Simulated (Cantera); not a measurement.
Charge: 1 mol Fe2O3, a varied amount of H2, 2.8 mol H2O, equilibrated at 1750 K and 1.10 mbar.

Cantera equilibrium calculation (NASA polynomials, part measured and part estimated; ideal gas, pure solids and liquids). Candidate condensed phases: Fe, FeO, Fe(OH)2, Fe(OH)3, Fe2O3, Fe3O4, H2O; 12 gas species. Mutual solubility and eutectic melting of coexisting phases are not modelled. The tables' stoichiometric FeO is somewhat more stable than real wüstite, so its field is too wide. FeO: taken at fixed stoichiometry. The numbers say what is thermodynamically allowed, not how fast it happens.

Task: Which condensed phases are stable at each of these points (n(H2) (mol)): 0.72, 1.3, 2.4, 4.3, 7.7, 14, 25, 46, 83?

Result: 
```json
[
 {"n(H2) (mol)": "0.72", "condensed phases": "FeO(l) + Fe3O4(s)", "Fe condensed (%)": "100.0"},
 {"n(H2) (mol)": "1.3", "condensed phases": "FeO(l)", "Fe condensed (%)": "99.9"},
 {"n(H2) (mol)": "2.4", "condensed phases": "FeO(l)", "Fe condensed (%)": "99.4"},
 {"n(H2) (mol)": "4.3", "condensed phases": "FeO(l)", "Fe condensed (%)": "98.2"},
 {"n(H2) (mol)": "7.7", "condensed phases": "FeO(l)", "Fe condensed (%)": "94.7"},
 {"n(H2) (mol)": "14", "condensed phases": "Fe(δ) + FeO(l)", "Fe condensed (%)": "89.1"},
 {"n(H2) (mol)": "25", "condensed phases": "Fe(δ)", "Fe condensed (%)": "82.0"},
 {"n(H2) (mol)": "46", "condensed phases": "Fe(δ)", "Fe condensed (%)": "68.5"},
 {"n(H2) (mol)": "83", "condensed phases": "Fe(δ)", "Fe condensed (%)": "44.7"}
]
```

At 0.72 mol H2 the condensed part is FeO(l) + Fe3O4(s). From 1.3 mol H2 to 7.7 mol H2 the condensed part is FeO(l). At 14 mol H2 the condensed part is Fe(δ) + FeO(l). From 25 mol H2 to 83 mol H2 the condensed part is Fe(δ).
